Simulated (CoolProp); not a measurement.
Propylene glycol along the isobar 9.43 bar: Z from the reference equation and from simpler models built on Tc = 674.0 K, pc = 72.92 bar, ω = 0.327; each cubic takes its own stable root.

The numbers come from the reference Helmholtz-energy equation of state, Eisenbach 2021 in CoolProp.

```
T (K)   phase  reference
-----  ------  ---------
448.2  liquid    0.02125
458.1  liquid    0.02102
468    liquid    0.02081
477.9  liquid    0.02062
487.8  liquid    0.02045
497.7  liquid    0.02030
507.6  liquid    0.02018
517.5  liquid    0.02007
527.4  liquid    0.01999
537.3  liquid    0.01994
547.1  liquid    0.01992
557       gas     0.9012
566.9     gas     0.9086
576.8     gas     0.9153
586.7     gas     0.9214
```

Problem. How far does each simpler model (van der Waals, Redlich-Kwong, Soave-Redlich-Kwong, Peng-Robinson) lie from the reference over these 15 states: mean and median of the absolute difference, and the worst?

Solution. 
- van der Waals: mean 3212.1 %, median 4293.8 %, worst +4584.2 % at 547.1 K and 9.43 bar
- Redlich-Kwong: mean 1760.4 %, median 7.9 %, worst +4493.9 % at 547.1 K and 9.43 bar
- Soave-Redlich-Kwong: mean 883.3 %, median 2.2 %, worst +4446.7 % at 547.1 K and 9.43 bar
- Peng-Robinson: mean 881.0 %, median 9.5 %, worst +4417.6 % at 547.1 K and 9.43 bar

At some of these states van der Waals, Redlich-Kwong, Soave-Redlich-Kwong, Peng-Robinson gives the other phase, because its saturation line lies elsewhere.
